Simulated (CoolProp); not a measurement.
The numbers come from the reference Helmholtz-energy equation of state, Lemmon 2006 in CoolProp. It is a short technical equation, of lower accuracy than the large ones.

Q: For C2F6 (R116), give the phase and the cp (kJ/(kg K)), expansivity (1/kK), conductivity (mW/(m K)), Prandtl number at 293.3 K and 4.24 MPa; 308 K and 4.24 MPa.

A: 
- 293.3 K and 4.24 MPa: supercritical; cp 1.59, expansivity 14.2, conductivity 40.0, Prandtl number 3.17
- 308 K and 4.24 MPa: supercritical; cp 2.94, expansivity 53.8, conductivity 32.7, Prandtl number 3.40

Viscosity comes from a separate model (Huber 2003), an estimate that may be off by 10 % or more. Thermal conductivity comes from a separate model (Huber 2003), an estimate that may be off by 10 % or more.
